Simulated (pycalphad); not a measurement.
All values are pycalphad results on the COST 507 light-alloy database (1999) (1 atm), not direct measurements. No gas phase is included, though pure Mg would boil below 1650 K. The database dates from 1999; later assessments differ in places, in temperatures and in the compounds included. Kinetics are ignored, which matters at the lower temperatures.

Molar enthalpy of Mg-0.67Si (at.%) in equilibrium (SER reference):

```
T (K)  H (kJ/mol)       phases
-----  ----------  -----------
1650        51.01       liquid
1550        47.59       liquid
1450        44.16       liquid
1350        40.74       liquid
1250        37.31       liquid
1150        33.88       liquid
1050        30.46       liquid
1000        28.75       liquid
950         27.03       liquid
900         16.53  hcp + MG2SI
850         14.96  hcp + MG2SI
750         11.92  hcp + MG2SI
650          9.00  hcp + MG2SI
550          6.19  hcp + MG2SI
450          3.48  hcp + MG2SI
350          0.87  hcp + MG2SI
```

Cooling from 950 K to 900 K, across the freezing range, releases 10.5 kJ/mol, or 432 J/g. The slope is 34 J/(mol K) in the liquid and 31 J/(mol K) just below the solidus, where it includes any heat of precipitation. Liquidus 917 K, solidus 912 K. Changes were sought between steps of 50 K, so a narrower field can be missed.

Database names, with the compositions (at.%) that they take in these runs: MG2SI: Mg 67 Si 33.
